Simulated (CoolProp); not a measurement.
Properties of isobutane along the isobar 884 kPa (Tc = 407.8 K, pc = 3629 kPa, ω = 0.184).

Values from CoolProp's reference Helmholtz-energy equation of state, Bücker 2006.

```
T (K)   phase  cp (kJ/(kg K))  expansivity (1/kK)  viscosity (µPa s)  Prandtl number  fugacity coefficient
-----  ------  --------------  ------------------  -----------------  --------------  --------------------
197.6  liquid           1.958               1.485                576            8.65              0.003777
214.2  liquid           2.017               1.556                437            7.14               0.01161
230.8  liquid           2.082               1.641                342            6.11               0.02954
247.5  liquid           2.153               1.746                273            5.38               0.06496
264.1  liquid           2.231               1.877                223            4.84                0.1261
280.8  liquid           2.319               2.047                184            4.44                0.2228
297.4  liquid           2.419               2.272                154            4.14                0.3621
314    liquid           2.535               2.588                129            3.90                0.5501
330.7  liquid           2.680               3.070                108            3.71                0.7913
347.3     gas           2.126               5.093               8.88           0.828                0.8624
364       gas           2.150               4.368               9.25           0.802                0.8820
380.6     gas           2.191               3.866               9.64           0.785                0.8979
397.2     gas           2.242               3.494               10.0           0.773                0.9112
413.9     gas           2.299               3.202               10.4           0.764                0.9223
430.5     gas           2.358               2.968               10.8           0.756                0.9317
```

Viscosity comes from a separate model (Vogel 2000). Thermal conductivity comes from a separate model (Perkins 2002).
